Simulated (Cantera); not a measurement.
What does this Cantera script print?

```python
import numpy as np
import cantera as ct

gas_names = """
    N2 N2O NO
""".split()
cond_names = """
    TiO2(ru) TiO2(L) Ti4O7(s) Ti4O7(L) Ti3O5(a) Ti3O5(b) Ti3O5(L)
""".split()


# ... load() reads the species with a 1 bar reference pressure and builds the phases ...
species = {s.name: s for s in load("nasa_gas.yaml", gas_names) + load("nasa_condensed.yaml", cond_names)}
# Each term lists the table entries of one substance; the one whose range holds T is used.
reactions = {
    '4 TiO2 + N2(g) = Ti4O7 + N2O(g)':
        [(-4, ['TiO2(ru)', 'TiO2(L)']), (-1, ['N2']), (1, ['Ti4O7(s)', 'Ti4O7(L)']), (1, ['N2O'])],
    'N2(g) + 6 TiO2 = 2 NO(g) + 2 Ti3O5':
        [(-1, ['N2']), (-6, ['TiO2(ru)', 'TiO2(L)']), (2, ['NO']), (2, ['Ti3O5(a)', 'Ti3O5(b)', 'Ti3O5(L)'])],
}


def pick(names, T):
    return next(species[n] for n in names if species[n].thermo.min_temp <= T <= species[n].thermo.max_temp)


results = []
for label, terms in reactions.items():
    print(label)
    print("     T/K   dH/kJ  dS/(J/K)   dG/kJ   log10 K")
    for T in [300, 1398, 1598, 1798, 1998, 2198, 2398, 2598, 2798, 2998]:
        used = [(nu, pick(names, T)) for nu, names in terms]
        dH = sum(nu * s.thermo.h(T) for nu, s in used) / 1e6
        dS = sum(nu * s.thermo.s(T) for nu, s in used) / 1e3
        dG = dH - T * dS / 1e3
        logK = -dG * 1e6 / (ct.gas_constant * T * np.log(10))
        results.append((label, T, dH, dS, dG, logK, [s.name for _, s in used]))
        print(f"{T:8g} {dH:8.1f} {dS:8.1f} {dG:8.1f} {logK:8.2f}")
```

It prints:

```
4 TiO2 + N2(g) = Ti4O7 + N2O(g)
     T/K   dH/kJ  dS/(J/K)   dG/kJ   log10 K
     300    456.1     25.9    448.3   -78.05
    1398    471.1     42.1    412.2   -15.40
    1598    475.7     45.2    403.4   -13.19
    1798    480.7     48.2    394.1   -11.45
    1998    714.4    168.1    378.6    -9.90
    2198    456.3     47.1    352.8    -8.39
    2398    454.7     46.4    343.5    -7.48
    2598    453.2     45.8    334.3    -6.72
    2798    451.7     45.2    325.2    -6.07
    2998    450.2     44.7    316.2    -5.51
N2(g) + 6 TiO2 = 2 NO(g) + 2 Ti3O5
     T/K   dH/kJ  dS/(J/K)   dG/kJ   log10 K
     300    932.7    186.8    876.7  -152.64
    1398    966.4    254.3    610.9   -22.83
    1598    974.7    259.8    559.6   -18.29
    1798    986.2    266.6    506.9   -14.73
    1998   1001.1    274.4    452.9   -11.84
    2198    952.8    258.2    385.3    -9.16
    2398    947.0    255.7    333.9    -7.27
    2598    941.2    253.3    283.0    -5.69
    2798    935.4    251.2    232.6    -4.34
    2998    929.6    249.2    182.5    -3.18
```

Standard-state values (1 bar) from the NASA 1993 polynomials, evaluated with Cantera. Condensed species are held in their standard states even where they would react or evaporate.
